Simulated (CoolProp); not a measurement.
Values from CoolProp's reference Helmholtz-energy equation of state, Thol 2017.

**Question.** For decamethyltetrasiloxane (MD2M), give the phase and the cp (kJ/(kg K)), Joule-Thomson coefficient (K/MPa), isothermal compressibility (1/MPa) at 140.65 °C and 0.101 MPa; 146.25 °C and 0.101 MPa; 157.65 °C and 0.101 MPa.

**Answer.** 
- 140.65 °C and 0.101 MPa: liquid; cp 2.00, Joule-Thomson coefficient -0.260, isothermal compressibility 0.00468
- 146.25 °C and 0.101 MPa: liquid; cp 2.01, Joule-Thomson coefficient -0.246, isothermal compressibility 0.00498
- 157.65 °C and 0.101 MPa: liquid; cp 2.03, Joule-Thomson coefficient -0.214, isothermal compressibility 0.00568
